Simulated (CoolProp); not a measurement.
A single-stage vapour-compression cycle with R142b: evaporating at 248.15 K (dew point), condensing at 291.15 K (bubble point), superheat 2 K, subcooling 8 K, compressor efficiency 0.7, no pressure losses. Each further row changes one setting.

Values from CoolProp's reference Helmholtz-energy equation of state, Lemmon 2006. It is a short technical equation, of lower accuracy than the large ones.

| case | cooling COP | pressure ratio | discharge temperature (K) | refrigerating effect (kJ/kg) | volumetric capacity (kJ/m³) |
|---|---|---|---|---|---|
| as stated | ___ | 5.34 | 318.9 | 190 | 478 |
| evaporating temperature 253.15 K | 4.29 | 4.25 | 314.9 | ___ | 602 |
| condensing temperature 286.15 K | 4.21 | 4.52 | ___ | 197 | 494 |
| subcooling 13 K | 3.77 | 5.34 | 318.9 | 197 | 494 |
| superheat 12 K | 3.64 | 5.34 | 329.8 | 198 | 477 |
| compressor efficiency 0.6 | ___ | 5.34 | 328.4 | 190 | 478 |

Task: Complete the blanks.

Result: 
- as stated, cooling COP: 3.65
- evaporating temperature 253.15 K, refrigerating effect (kJ/kg): 194
- condensing temperature 286.15 K, discharge temperature (K): 311.9
- compressor efficiency 0.6, cooling COP: 3.13
